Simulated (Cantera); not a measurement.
Cantera run, input and output.

```python
import numpy as np
import cantera as ct

gas = ct.Solution("gri30.yaml")


def delay(T, t_max=10):
    gas.TPX = T, 500000, {'C2H4': 1, 'O2': 1.58, 'N2': 5.94, 'H2O': 0.32}
    reactor = ct.IdealGasConstPressureReactor(gas, clone=False)
    net = ct.ReactorNet([reactor])
    net.rtol, net.atol = 1e-8, 1e-16
    while net.time < t_max:
        t_old, T_old = net.time, reactor.T
        net.step()
        if reactor.T > T + 400:  # ignition: a rise of 400 K
            return t_old + (T + 400 - T_old) / (reactor.T - T_old) * (net.time - t_old)
    return np.nan


taus = []
for T in [1148, 1248, 1348, 1448, 1548, 1648, 1748, 1848]:
    taus.append(delay(T))
    print(f"T0 = {T:6g} K   tau = {taus[-1]:.4e} s")
```

Output:

```
T0 =   1148 K   tau = 2.4429e-03 s
T0 =   1248 K   tau = 2.3566e-04 s
T0 =   1348 K   tau = 3.3678e-05 s
T0 =   1448 K   tau = 1.0441e-05 s
T0 =   1548 K   tau = 5.4962e-06 s
T0 =   1648 K   tau = 3.5662e-06 s
T0 =   1748 K   tau = 2.5650e-06 s
T0 =   1848 K   tau = 1.9558e-06 s
```

Computed with Cantera and GRI-Mech 3.0 (53 species, 325 reactions). GRI-Mech 3.0 was tuned for natural gas; its chemistry of ethylene as a main component is partial and can be far from experiment.
